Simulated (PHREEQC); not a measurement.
Solution (25 °C): 0.0058 mol/kgw CaSO4, 0.0016 mol/kgw NaF and 0.00022 mol/kgw Na2SO4. Closed to the air; pH follows from the charge balance.

The numbers come from PHREEQC with the ion-association model, phreeqc.dat.

This is a speciation only: nothing precipitates in the calculation.

Question: Predict the pH, specific conductance, ionic strength.

Answer: pH 7.23; specific conductance 1240 µS/cm; ionic strength 0.0203 mol/kgw.

Question: In which forms is Ca present?

Answer: Ca+2 78 %, CaSO4 22 % of the Ca.

Saturation is exceeded, for instance for Fluorite; the values hold only as long as no solid forms.
